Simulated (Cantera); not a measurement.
Cantera run:

```python
import numpy as np
import cantera as ct

gas_names = """
    B BCL BCL2 BCL3 BH BH2 BH3 BO BOCL BO2 B2 B2O B2O2 B2O3 B3O3CL3 B3O3H3 CL CLO CL2 H HBO HBO2 HCL
    HOCL HO2 H2 H2O H2O2 H3B3O6 O OH O2 O3
""".split()
cond_names = """
    B(b) B(L) B2O3(L) B3O3H3(cr) H2O(s) H2O(L)
""".split()


# ... load() reads the species with a 1 bar reference pressure and builds the phases ...
atoms = {
    'BCl3': {'B': 1, 'CL': 3},
    'O2': {'O': 2},
    'H2': {'H': 2},
}
top_T = {}  # K; cautious upper limits of use, not melting points


# ... equilibrate(T, P, feed) seeds the gas with the atoms and calls Mixture.equilibrate('TP', solver="vcs", rtol=1e-11, max_steps=5000) ...
results = []
feed = {'BCl3': 1, 'O2': 2.9, 'H2': 180}  # mol
T = 2250  # K
for P in [10, 28, 77, 220, 600, 1700, 4600, 13000, 36000, 100000]:
    mix = equilibrate(T, P, feed)
    results.append((T, P, feed, dict(zip(mix.species_names, mix.species_moles))))

top = {s: max(r[3][s] / sum(r[3][g] for g in gas_names) for r in results) for s in gas_names}
cols = sorted((s for s in top if top[s] > 1e-05), key=lambda s: -top[s])[:6]
seen = [c for c in cond_names if any(r[3].get(c, 0) > 1e-12 for r in results)]
print("log10 of partial pressures in bar; condensed amounts in mol")
print(f"{'P/Pa':>10s}" + "".join(f"{s[:9]:>10s}" for s in cols + seen))
for T, P, feed, n in results:
    ng = sum(n[g] for g in gas_names)
    print(f"{P:10.4g}" + "".join(f"{np.log10(max(n[s] / ng * P / 1e5, 1e-99)):10.3f}" for s in cols)
          + "".join(f"{n.get(c, 0):10.4g}" for c in seen))
```

Output:

```
log10 of partial pressures in bar; condensed amounts in mol
      P/Pa        H2         H       H2O       HCL        CL      HBO2
        10    -4.336    -4.297    -5.838    -6.167    -6.268    -7.200
        28    -3.765    -4.012    -5.291    -5.571    -5.958    -6.521
        77    -3.250    -3.754    -4.803    -5.040    -5.684    -5.917
       220    -2.747    -3.503    -4.323    -4.526    -5.422    -5.340
       600    -2.284    -3.271    -3.876    -4.057    -5.185    -4.823
      1700    -1.814    -3.036    -3.417    -3.584    -4.946    -4.315
      4600    -1.372    -2.815    -2.983    -3.140    -4.723    -3.849
   1.3e+04    -0.915    -2.587    -2.530    -2.681    -4.493    -3.375
   3.6e+04    -0.469    -2.364    -2.087    -2.234    -4.269    -2.918
     1e+05    -0.023    -2.141    -1.643    -1.788    -4.046    -2.466
```

Method: chemical equilibrium by Gibbs-energy minimisation in Cantera with the NASA 1993 tables (ideal gas, pure condensed phases). The tables' values for BOCl are old estimates; treat these amounts as uncertain.
